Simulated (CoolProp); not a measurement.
A simple Rankine cycle with dimethyl ether: condensing at 304.15 K, boiler at 2.48 MPa, turbine inlet 398.3 K, turbine efficiency 0.65, pump efficiency 0.7, no recuperator. Each further row changes one setting.

Values from CoolProp's reference Helmholtz-energy equation of state, Wu 2011.

```
case                             thermal efficiency (%)  net work (kJ/kg)  heat in (kJ/kg)  turbine exit temperature (K)  volume ratio over the turbine
-------------------------------  ----------------------  ----------------  ---------------  ----------------------------  -----------------------------
as stated                                           8.4              43.2              516                         351.6                           3.58
turbine inlet 418.3 K                               8.5              47.3              558                         373.4                           3.53
condensing temperature 296.15 K                     9.5              51.1              536                         344.8                           4.47
boiler pressure 1.74 MPa                            6.4              34.0              534                         367.0                           2.46
turbine efficiency 0.55                             7.0              36.0              516                         355.8                           3.64
```
